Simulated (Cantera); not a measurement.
A freely propagating, adiabatic, planar premixed flame of 36.1 % H2, 12.0 % O2, 45.1 % N2, 6.85 % H2O, equivalence ratio 1.5, unburnt at 400 K and 1.00 atm; mixture-averaged transport, grid criteria slope 0.08 and curve 0.16, no radiation.

Computed with Cantera and the H2/O2 subset of GRI-Mech 3.0, which has no nitrogen chemistry. Burning velocities carry a grid error of a few per cent, more on coarse grids.

x: mole fraction of selected species; z is measured from the peak of heat release.

```
z (mm)   T (K)  u (m/s)   x H2        x O2   x H2O      x OH      x H2O2         x H
-------  -----  -------  -----  ----------  ------  --------  ----------  ----------
-1.00      400     4.11  0.361       0.120  0.0685     <1e-8       <1e-8       <1e-8
-0.670     400     4.11  0.361       0.120  0.0685     <1e-8       <1e-8       <1e-8
-0.502     400     4.11  0.361       0.120  0.0685     <1e-8       <1e-8       <1e-8
-0.335     400     4.11  0.360       0.120  0.0686     <1e-8       <1e-8       <1e-8
-0.167     416     4.24  0.355       0.121  0.0696   8.61e-6     6.26e-6     4.91e-6
-0.0837    650     6.44  0.323       0.117  0.0887  0.000917     7.46e-5     0.00235
0         1078     10.4  0.251      0.0912   0.153   0.00156     1.54e-5      0.0216
0.0837    1389     13.2  0.169      0.0446   0.243   0.00421     2.97e-6      0.0487
0.167     1551     14.6  0.128      0.0165   0.295   0.00639     1.97e-6      0.0600
0.335     1693     15.8  0.115  (withheld)   0.319   0.00792  (withheld)      0.0555
0.670     1821     16.9  0.119  (withheld)   0.326   0.00807  (withheld)  (withheld)
1.34      1937     17.8  0.123     0.00158   0.333   0.00719     3.03e-7      0.0301
2.68      2031     18.5  0.127    0.000759   0.340   0.00561     1.53e-7      0.0198
```

Some entries are withheld; supply them.


- 0.335, x O2: 0.00483
- 0.335, x H2O2: 1.15e-6
- 0.670, x O2: 0.00275
- 0.670, x H2O2: 6.01e-7
- 0.670, x H: 0.0426
